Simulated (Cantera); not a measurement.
Low-pressure radical oxidation in H2/O2

An isothermal, constant-pressure homogeneous reactor starts with H₂ : O₂ : N₂ = 0.0055 : 1 : 2.6 (molar parts), equivalence ratio 0.0027, at 1150 K and 260 Pa.

Computed with Cantera and GRI-Mech 3.0 (53 species, 325 reactions). Radical loss at walls, strong at low pressure, is not modelled.

```tsv
t (s)	x H₂	x O₂	x N₂O	x H₂O₂	x NO	x HO₂
2.00e-6	0.00153	0.277	<1e-12	<1e-12	<1e-12	<1e-12
7.29e-6	0.00153	0.277	<1e-12	<1e-12	<1e-12	<1e-12
2.65e-5	0.00153	0.277	<1e-12	<1e-12	<1e-12	<1e-12
9.67e-5	0.00153	0.277	<1e-12	<1e-12	<1e-12	2.73e-12
0.000352	0.00153	0.277	<1e-12	<1e-12	<1e-12	9.95e-12
0.00128	0.00153	0.277	<1e-12	<1e-12	<1e-12	3.62e-11
0.00468	0.00153	0.277	<1e-12	<1e-12	<1e-12	1.32e-10
0.0170	0.00153	0.277	<1e-12	<1e-12	<1e-12	4.81e-10
0.0620	0.00153	0.277	<1e-12	<1e-12	<1e-12	1.76e-9
0.226	0.00143	0.277	2.42e-12	1.11e-10	<1e-12	4.35e-8
0.823	3.75e-6	0.276	1.07e-9	5.62e-10	2.72e-10	3.99e-8
3.00	3.37e-6	0.276	3.12e-9	5.55e-10	1.45e-9	3.80e-8
```
x: mole fraction; the columns are a selection and need not sum to one.

Equilibrium at this temperature and pressure: H₂ 2.46e-10, O₂ 0.277, N₂O 5.12e-10, H₂O₂ <1e-12, NO 0.000145, HO₂ 2.58e-10 (gas phase only).
